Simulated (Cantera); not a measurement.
An isothermal, constant-pressure homogeneous reactor starts with 13.1 % H₂, 73.0 % O₂, 13.9 % N₂, equivalence ratio 0.090, at 1100 K and 0.0168 atm.

Computed with Cantera and the H2/O2 subset of GRI-Mech 3.0, which has no nitrogen chemistry. Radical loss at walls, strong at low pressure, is not modelled. The temperature is held fixed by assumption; the heat of reaction is taken as removed at once.

One state of this run: x H₂ = 6.06e-8; x O₂ = 0.711; x HO₂ = 7.85e-9; x H₂O₂ = 3.38e-9; x H₂O = 0.141. x: mole fraction; the columns are a selection and need not sum to one.

Which value of t (s) does it belong to?
A) 6.00
B) 9.00e-5
C) 0.000361
D) 0.00145

A, 6.00
